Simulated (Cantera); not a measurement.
A freely propagating, adiabatic, planar premixed flame of CO : H2 : O2 : N2 = 1 : 0.044 : 0.715 : 2.69 (molar parts), equivalence ratio 0.73, unburnt at 600 K and 10.0 bar; mixture-averaged transport, grid criteria slope 0.08 and curve 0.16, no radiation.

Cantera simulation using GRI-Mech 3.0 (53 species, 325 reactions); the numbers are that mechanism's predictions, not measurements. The hydrogen kinetics of GRI-Mech 3.0 are dated; newer H2 mechanisms differ, most at raised pressure. Burning velocities carry a grid error of a few per cent, more on coarse grids.

x: mole fraction of selected species; z is measured from the peak of heat release.

```csv
z (mm),T (K),u (m/s),x CO,x H2,x O2,x HO2,x NO,x CO2
-0.296,600,0.462,0.225,0.00964,0.161,1.44e-8,<1e-8,4.82e-7
-0.198,601,0.462,0.225,0.00911,0.161,2.38e-7,<1e-8,1.16e-5
-0.148,604,0.464,0.225,0.00846,0.161,1.10e-6,<1e-8,6.76e-5
-0.0988,624,0.479,0.224,0.00707,0.160,8.09e-6,6.36e-8,0.000675
-0.0494,[?],0.620,0.209,0.00422,0.153,0.000114,1.58e-6,0.0121
-0.0247,[?],0.868,0.176,0.00226,0.136,0.000250,9.86e-6,0.0460
0,[?],1.15,0.122,0.000676,0.107,0.000102,2.63e-5,0.108
0.0247,1858,1.32,0.0788,0.000301,0.0842,4.73e-5,5.05e-5,0.159
0.0494,2016,1.42,0.0557,0.000275,0.0729,2.72e-5,7.76e-5,0.187
0.0988,2169,1.51,0.0361,0.000223,0.0642,1.26e-5,0.000129,0.211
0.198,2282,1.57,0.0223,0.000144,0.0585,5.51e-6,0.000215,0.228
0.395,2352,1.61,0.0132,8.67e-5,0.0547,3.00e-6,0.000345,0.238
0.790,2386,1.63,0.00860,5.83e-5,0.0526,2.29e-6,0.000535,0.244
```

Q: Complete the blanks.

A: 
- -0.0494, T (K): 813
- -0.0247, T (K): 1158
- 0, T (K): 1579
